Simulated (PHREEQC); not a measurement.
A solution holds 0.59 mol/kgw MgCl2 and 0.3 mol/kgw MgSO4, at 70 °C. Closed to the air; pH follows from the charge balance.

Equilibrium calculation in PHREEQC: Pitzer model, pitzer.dat.

Precipitation was switched off in this run.

**Question.** What activity of water, density, osmotic coefficient does the model give?

**Answer.** activity of water 0.964; density 1.056 g/cm³; osmotic coefficient 0.864.

Constants without temperature data keep their 25 °C values here.
